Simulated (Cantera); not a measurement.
## N₂O + H₂ + O₂ (abatement and gas-phase synthesis)

Input: 1 mol N₂O, 1.7 mol H₂, 9.9 mol O₂, at 32.0 bar.

Cantera equilibrium calculation (NASA polynomials, part measured and part estimated; ideal gas, pure solids and liquids). Candidate condensed phases: H₂O; 24 gas species. The ideal-gas law is rough above about 30 bar. Rates play no part.

| T (K) | log p O₂ | log p H₂O | log p N₂ | log p OH | log p NO | log p O |
|---|---|---|---|---|---|---|
| 1923 | 1.40 | 0.65 | 0.41 | -1.52 | -0.92 | -2.74 |
| 2023 | 1.40 | 0.64 | 0.40 | -1.30 | -0.80 | -2.40 |
| 2123 | 1.39 | 0.64 | 0.40 | -1.10 | -0.69 | -2.09 |
| 2223 | 1.39 | 0.64 | 0.39 | -0.92 | -0.59 | -1.81 |
| 2323 | 1.39 | 0.64 | 0.39 | -0.76 | -0.50 | -1.55 |
| 2423 | 1.39 | 0.63 | 0.38 | -0.61 | -0.42 | -1.31 |
| 2523 | 1.39 | 0.63 | 0.38 | -0.48 | -0.35 | -1.10 |
| 2623 | 1.39 | 0.62 | 0.37 | -0.35 | -0.28 | -0.89 |
| 2723 | 1.38 | 0.61 | 0.36 | -0.24 | -0.22 | -0.71 |
| 2823 | 1.38 | 0.60 | 0.35 | -0.14 | -0.16 | -0.54 |
| 2923 | 1.38 | 0.59 | 0.34 | -0.04 | -0.11 | -0.38 |
log p: log10 of the partial pressure in bar; nothing condenses.

From 1923 K to 2923 K nothing is condensed.
